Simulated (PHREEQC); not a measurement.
Metal-bearing waste water (model solution)

Make-up at 26 °C: 2 mmol/kgw Pb(NO3)2, 22 mmol/kgw ZnCl2, 5.4 mmol/kgw HCl and 0.032 mmol/kgw NaCl. Closed to the air; pH follows from the charge balance.

Computed with PHREEQC (ion-association model, phreeqc.dat).

Precipitation was switched off in this run.

Problem. What pH, density does the model give?

Solution. pH 2.34; density 1.000 g/cm³.

Problem. In which forms is Pb present?

Solution. Pb+2 54 %, PbCl+ 42 %, PbCl2 1.9 %, PbNO3+ 1.3 % of the Pb.

Species that the database lacks are ignored.
